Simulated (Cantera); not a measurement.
Feed: 1 mol SiCl₄, 21 mol N₂, 0.94 mol O₂, held at 1.33 mbar.

Method: chemical equilibrium by Gibbs-energy minimisation in Cantera with the NASA 1993 tables (ideal gas, pure condensed phases). Candidate condensed phases: Si, SiO₂, Si₂N₂O, Si₃N₄; 23 gas species. The tables' values for SiCl₃ are old estimates; treat these amounts as uncertain. The tables hold silica as quartz up to 1696 K and as liquid above; real silica turns to tridymite and cristobalite and melts near 1996 K. The numbers say what is thermodynamically allowed, not how fast it happens.

x: gas mole fraction; n: condensed amount in mol.

```
T (K)   x N₂     x Cl    x Cl₂  x SiCl₄  x SiCl₃   x SiCl₂  n SiO₂(β-quartz)
-----  -----  -------  -------  -------  -------  --------  ----------------
1073   0.912  0.00820   0.0775  0.00260  1.54e-9    <1e-12             0.940
1148   0.906   0.0196   0.0713  0.00259  1.14e-8    <1e-12             0.940
1223   0.897   0.0402   0.0602  0.00256  6.88e-8  1.47e-11             0.940
1298   0.883        ?        ?  0.00252  3.62e-7         ?             0.940
1373   0.869        ?        ?  0.00248  1.77e-6         ?             0.940
1448   0.857    0.127   0.0131  0.00244  8.34e-6   1.05e-7             0.940
1523   0.851    0.141  0.00572  0.00239  3.67e-5   1.68e-6             0.940
```

**Question.** Complete the blanks.

**Answer.** 
- 1373, x Cl: 0.103
- 1373, x Cl₂: 0.0265
- 1373, x SiCl₂: 5.87e-9
- 1298, x Cl: 0.0700
- 1298, x Cl₂: 0.0441
- 1298, x SiCl₂: 3.11e-10
